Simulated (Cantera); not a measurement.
## Ignition delay

Mixture: CH4 : CO : O2 : N2 = 1 : 1.4 : 2.73 : 10.3 (molar parts), equivalence ratio 0.99, at 2800000 Pa, adiabatic and at constant volume. Ignition delay is the time to a rise of 400 K.

Cantera simulation using GRI-Mech 3.0 (53 species, 325 reactions); the numbers are that mechanism's predictions, not measurements. The pressure lies above the range GRI-Mech 3.0 was tuned for (to about 10 atm).

```csv
T0 (K),delay (ms)
1100,15.2
1150,6.67
1200,3.12
1250,1.53
1300,0.792
1350,0.427
1400,0.239
1450,0.139
1500,0.0832
1550,0.0514
```

```yaml
apparent activation energy between 1450 and 1550 K: 190 kJ/mol
```
